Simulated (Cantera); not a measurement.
An isothermal, constant-pressure homogeneous reactor starts with 1.19 % H2, 98.8 % O2, at 998 K and 0.0263 atm.

Cantera simulation using the H2/O2 subset of GRI-Mech 3.0, which has no nitrogen chemistry; the numbers are that mechanism's predictions, not measurements. Radical loss at walls, strong at low pressure, is not modelled.

x: mole fraction; the columns are a selection and need not sum to one.

```
t (s)        x H2   x O2     x HO2      x OH     x H2O
--------  -------  -----  --------  --------  --------
0.000300   0.0119  0.988  6.65e-11  4.73e-11  2.86e-11
0.000726   0.0119  0.988  1.67e-10  1.95e-10  2.62e-10
0.00176    0.0119  0.988  5.17e-10   2.05e-9   4.39e-9
0.00425    0.0119  0.988   2.88e-8   3.94e-7   9.24e-7
0.0103    0.00259  0.982   8.14e-6   0.00109   0.00805
0.0249    5.40e-5  0.985   3.41e-6  0.000256    0.0116
0.0602    1.11e-5  0.987   1.75e-6  0.000123    0.0118
0.146     2.34e-6  0.988   7.64e-7   5.80e-5    0.0119
0.353     4.35e-7  0.988   2.74e-7   2.63e-5    0.0119
0.854         ___  0.988       ___       ___    0.0119
2.07      1.60e-8  0.988   2.48e-8   5.95e-6    0.0119
5.00          ___  0.988       ___       ___    0.0119
```

Question: Some entries are withheld; supply them.

Answer: 
- 0.854, x H2: 7.97e-8
- 0.854, x HO2: 8.44e-8
- 0.854, x OH: 1.22e-5
- 5.00, x H2: 3.81e-9
- 5.00, x HO2: 7.68e-9
- 5.00, x OH: 3.12e-6
